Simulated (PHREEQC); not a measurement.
A PHREEQC input (ion-association model, wateq4f.dat):

```
SOLUTION 1
  temp 20
  units mg/dL
  pH 7.21
  pe 2.6
  Na 26.9
  K 39
  Ca 14.5
  Mg 0.827
  Cl 65.6
  S(6) 11.3 as SO4
  Alkalinity 48.2 as HCO3
  Si 0.877 as SiO2
  Mn(2) 1.01
  Zn 0.313
END
USE solution 1
EQUILIBRIUM_PHASES 1
  CO2(g) -2 10
END
```

It stops with these messages:

```
ERROR: Calculations terminating due to input errors.
```

The fault: a unit that the program doesn't know. The line should read `units mg/L` where the input has `units mg/dL`. With the mend the run ends at pH 6.66 and ionic strength 0.00345 mol/kgw.
